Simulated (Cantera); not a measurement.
Input (Python, Cantera):

```python
import numpy as np
import cantera as ct

gas = ct.Solution("gri30.yaml", transport_model="multicomponent")
show = ['CH3', 'O', 'CO2']

rows = []
print(f"{'T/K':>7s}{'rho':>11s}{'cp':>10s}{'mu':>11s}{'lambda':>11s}{'Pr':>7s}" + "".join(f"{'D_' + s:>11s}" for s in show))
for T in [400, 500, 600, 700, 800, 900, 1000, 1100]:
    gas.TPX = T, 1333, {'CH3OH': 0.64, 'N2': 0.15, 'C3H8': 0.49}
    Pr = gas.cp_mass * gas.viscosity / gas.thermal_conductivity
    D = [gas.mix_diff_coeffs_mole[gas.species_index(s)] for s in show]
    rows.append([gas.density, gas.cp_mass, gas.viscosity, gas.thermal_conductivity, Pr, *D])
    print(f"{T:7g}{gas.density:11.4e}{gas.cp_mass:10.1f}{gas.viscosity:11.4e}"
          f"{gas.thermal_conductivity:11.4e}{Pr:7.3f}" + "".join(f"{d:11.4e}" for d in D))
print("SI units: kg/m3, J/kg/K, Pa s, W/m/K, m2/s")
```

Result:

```
    T/K        rho        cp         mu     lambda     Pr      D_CH3        D_O      D_CO2
    400 1.4503e-02    1800.7 1.2716e-05 2.9468e-02  0.777 1.9720e-03 2.8190e-03 1.3104e-03
    500 1.1603e-02    2107.7 1.5664e-05 4.2253e-02  0.781 2.9723e-03 4.1968e-03 1.9999e-03
    600 9.6688e-03    2388.8 1.8438e-05 5.6161e-02  0.784 4.1265e-03 5.7760e-03 2.8027e-03
    700 8.2875e-03    2634.1 2.1051e-05 7.0523e-02  0.786 5.4226e-03 7.5421e-03 3.7095e-03
    800 7.2516e-03    2842.8 2.3518e-05 8.4878e-02  0.788 6.8509e-03 9.4835e-03 4.7127e-03
    900 6.4458e-03    3023.1 2.5858e-05 9.9121e-02  0.789 8.4041e-03 1.1591e-02 5.8065e-03
   1000 5.8013e-03    3192.3 2.8084e-05 1.1364e-01  0.789 1.0076e-02 1.3858e-02 6.9860e-03
   1100 5.2739e-03    3323.4 3.0211e-05 1.2727e-01  0.789 1.1862e-02 1.6277e-02 8.2472e-03
SI units: kg/m3, J/kg/K, Pa s, W/m/K, m2/s
```

Detailed kinetics in Cantera: GRI-Mech 3.0 (53 species, 325 reactions). Polar gases are described roughly by these parameters. The composition is frozen, though it would react at the higher temperatures.
